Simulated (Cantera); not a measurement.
Feed: 1 mol SiCl₄, 0.11 mol O₂, 2.4 mol H₂, held at 1.00 bar.

Cantera equilibrium calculation (NASA polynomials, part measured and part estimated; ideal gas, pure solids and liquids). Candidate condensed phases: H₂O, Si, SiO₂; 30 gas species. The numbers say what is thermodynamically allowed, not how fast it happens. All values below are at 800 K.

Base state: H₂ 0.620, SiCl₄ 0.252, HCl 0.126, SiHCl₃ 0.00112 (mole fractions); condensed: SiO₂(α-quartz).

Task: What changes in the equilibrium state with this change: O₂ from 0.11 to 4.3 mol?

Result: 
```json
[
 {"species": "O₂", "before": "<1e-9", "after": "0.357"},
 {"species": "H₂O", "before": "9.70e-9", "after": "0.250"},
 {"species": "HCl", "before": "0.126", "after": "0.201"},
 {"species": "H₂", "before": "0.620", "after": "<1e-9"},
 {"species": "SiCl₄", "before": "0.252", "after": "<1e-9"},
 {"species": "Cl₂", "before": "<1e-9", "after": "0.192"},
 {"species": "SiHCl₃", "before": "0.00112", "after": "<1e-9"},
 {"species": "HOCl", "before": "<1e-9", "after": "1.20e-5"},
 {"species": "SiO₂(α-quartz), mol", "before": "0.110", "after": "1.00"}
]
```
